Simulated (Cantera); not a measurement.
Input: 1 mol SiCl₄, 16 mol H₂, equilibrated at 5.60 mbar.

Method: chemical equilibrium by Gibbs-energy minimisation in Cantera with the NASA 1993 tables (ideal gas, pure condensed phases). Candidate condensed phases: Si; 19 gas species. Kinetics and transport are ignored.

Question: What share of the Si ends up in condensed phases as a function of T (K), at 873, 973, 1073, 1173, 1273, 1373, 1473, 1573?

Answer: 
| T (K) | Si condensed (%) | as |
|---|---|---|
| 873 | 0.0 | - |
| 973 | 6.2 | Si(s) |
| 1073 | 13.9 | Si(s) |
| 1173 | 16.5 | Si(s) |
| 1273 | 12.7 | Si(s) |
| 1373 | 8.8 | Si(s) |
| 1473 | 5.8 | Si(s) |
| 1573 | 3.3 | Si(s) |
